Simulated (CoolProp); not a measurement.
A single-stage vapour-compression cycle with isobutene: evaporating at 299.15 K (dew point), condensing at 342.15 K (bubble point), superheat 2 K, subcooling 8 K, compressor efficiency 0.6, no pressure losses. Each further row changes one setting.

Computed with CoolProp (reference Helmholtz-energy equation of state, Lemmon 2005). It is a short technical equation, of lower accuracy than the large ones.

```
case                              cooling COP  pressure ratio  discharge temperature (K)  refrigerating effect (kJ/kg)  volumetric capacity (kJ/m³)
--------------------------------  -----------  --------------  -------------------------  ----------------------------  ---------------------------
as stated                                 ___            3.06                      355.1                           274                         2120
evaporating temperature 304.15 K         4.22            2.64                      353.4                           280                         2500
condensing temperature 337.15 K          4.18             ___                        ___                           287                         2220
subcooling 13 K                          3.75            3.06                      355.1                           287                         2220
superheat 12 K                            ___            3.06                      365.3                           292                         2160
compressor efficiency 0.5                 ___            3.06                      362.4                           274                         2120
```

**Question.** What belongs in the gaps?

**Answer.** 
- as stated, cooling COP: 3.58
- condensing temperature 337.15 K, pressure ratio: 2.73
- condensing temperature 337.15 K, discharge temperature (K): 349.4
- superheat 12 K, cooling COP: 3.64
- compressor efficiency 0.5, cooling COP: 2.99
